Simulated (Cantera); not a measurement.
Standard-state values (1 bar) from the NASA 1993 polynomials, evaluated with Cantera. Values are per mole of reaction as written; species without (g) are pure solids or liquids, kept so even where they would boil at 1 bar. VN: taken at fixed stoichiometry.

5 O(g) + 2 VN = 2 VO2(g) + N2O(g)

```json
[
 {"T (K)": "1948", "ΔH° (kJ)": "-1277.0", "ΔS° (J/K)": "-223.9", "ΔG° (kJ)": "-840.8", "log10 K": "22.55"},
 {"T (K)": "1998", "ΔH° (kJ)": "?", "ΔS° (J/K)": "?", "ΔG° (kJ)": "?", "log10 K": "?"},
 {"T (K)": "2048", "ΔH° (kJ)": "-1282.5", "ΔS° (J/K)": "-226.7", "ΔG° (kJ)": "-818.3", "log10 K": "20.87"},
 {"T (K)": "2098", "ΔH° (kJ)": "?", "ΔS° (J/K)": "?", "ΔG° (kJ)": "?", "log10 K": "?"},
 {"T (K)": "2148", "ΔH° (kJ)": "?", "ΔS° (J/K)": "?", "ΔG° (kJ)": "?", "log10 K": "?"},
 {"T (K)": "2198", "ΔH° (kJ)": "-1291.1", "ΔS° (J/K)": "-230.7", "ΔG° (kJ)": "-784.0", "log10 K": "18.63"},
 {"T (K)": "2248", "ΔH° (kJ)": "-1294.0", "ΔS° (J/K)": "-232.1", "ΔG° (kJ)": "-772.4", "log10 K": "17.95"},
 {"T (K)": "2298", "ΔH° (kJ)": "-1297.0", "ΔS° (J/K)": "-233.4", "ΔG° (kJ)": "-760.8", "log10 K": "17.29"}
]
```

Fill in the missing entries.


- 1998, ΔH° (kJ): -1279.7
- 1998, ΔS° (J/K): -225.3
- 1998, ΔG° (kJ): -829.6
- 1998, log10 K: 21.69
- 2098, ΔH° (kJ): -1285.3
- 2098, ΔS° (J/K): -228.0
- 2098, ΔG° (kJ): -806.9
- 2098, log10 K: 20.09
- 2148, ΔH° (kJ): -1288.2
- 2148, ΔS° (J/K): -229.4
- 2148, ΔG° (kJ): -795.5
- 2148, log10 K: 19.34
